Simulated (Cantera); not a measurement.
What does this Cantera script print?

```python
import numpy as np
import cantera as ct

gas_names = """
    N NO NO2 NO3 N2 N2O O O2 O3 Si SiN SiO SiO2 Si2 Si2N Si3
""".split()
cond_names = """
    Si(cr) Si(L) SiO2(Lqz) SiO2(hqz) SiO2(L) Si2N2O(s) Si3N4(a)
""".split()


# ... load() reads the species with a 1 bar reference pressure and builds the phases ...
atoms = {
    'Si': {'Si': 1},
    'N2O': {'N': 2, 'O': 1},
    'N2': {'N': 2},
}
top_T = {'Si2N2O(s)': 2100, 'Si3N4(a)': 2400}  # K; cautious upper limits of use, not melting points


# ... equilibrate(T, P, feed) seeds the gas with the atoms and calls Mixture.equilibrate('TP', solver="vcs", rtol=1e-11, max_steps=5000) ...
results = []
feed = {'Si': 1, 'N2O': 0.16, 'N2': 23}  # mol
P = 1000  # Pa
for T in [1323, 1398, 1473, 1548, 1623, 1698, 1773, 1848, 1923, 1998, 2073]:
    mix = equilibrate(T, P, feed)
    results.append((T, P, feed, dict(zip(mix.species_names, mix.species_moles))))
    x = sorted(zip(gas.X, gas.species_names), reverse=True)
    print(f"T = {T:g} K  P = {P:g} Pa  gas = {mix.phase_moles(0):.4g} mol")
    print("   x: " + "  ".join(f"{s} {v:.3e}" for v, s in x if v > 0.001))
    print("   condensed (mol): " + ("  ".join(f"{mix.phase(i).name} {mix.phase_moles(i):.4g}"
          for i in range(1, mix.n_phases) if mix.phase_moles(i) > 1e-12) or "none"))
```

Result:

```
T = 1323 K  P = 1000 Pa  gas = 22.55 mol
   x: N2 1.000e+00
   condensed (mol): Si2N2O(s) 0.16  Si3N4(a) 0.2267
T = 1398 K  P = 1000 Pa  gas = 22.55 mol
   x: N2 1.000e+00
   condensed (mol): Si2N2O(s) 0.16  Si3N4(a) 0.2267
T = 1473 K  P = 1000 Pa  gas = 22.55 mol
   x: N2 1.000e+00
   condensed (mol): Si2N2O(s) 0.1599  Si3N4(a) 0.2267
T = 1548 K  P = 1000 Pa  gas = 22.55 mol
   x: N2 9.999e-01
   condensed (mol): Si2N2O(s) 0.1586  Si3N4(a) 0.2271
T = 1623 K  P = 1000 Pa  gas = 22.56 mol
   x: N2 9.995e-01
   condensed (mol): Si2N2O(s) 0.1491  Si3N4(a) 0.2303
T = 1698 K  P = 1000 Pa  gas = 22.64 mol
   x: N2 9.968e-01  SiO 3.163e-03
   condensed (mol): Si2N2O(s) 0.08839  Si3N4(a) 0.2504
T = 1773 K  P = 1000 Pa  gas = 22.77 mol
   x: N2 9.928e-01  SiO 7.028e-03
   condensed (mol): Si3N4(a) 0.2787
T = 1848 K  P = 1000 Pa  gas = 23.34 mol
   x: N2 9.924e-01  SiO 6.857e-03
   condensed (mol): Si(L) 0.8228
T = 1923 K  P = 1000 Pa  gas = 23.36 mol
   x: N2 9.913e-01  SiO 6.849e-03  Si 1.696e-03
   condensed (mol): Si(L) 0.7947
T = 1998 K  P = 1000 Pa  gas = 23.42 mol
   x: N2 9.886e-01  SiO 6.831e-03  Si 4.253e-03
   condensed (mol): Si(L) 0.7283
T = 2073 K  P = 1000 Pa  gas = 23.56 mol
   x: N2 9.826e-01  Si 9.968e-03  SiO 6.790e-03
   condensed (mol): Si(L) 0.5798
```

These are equilibrium values from Cantera (NASA tables, ideal gas, pure condensed phases), not measurements of a reactor. Mutual solubility and eutectic melting of coexisting phases are not modelled. The tables' values for SiN are old estimates; treat these amounts as uncertain.
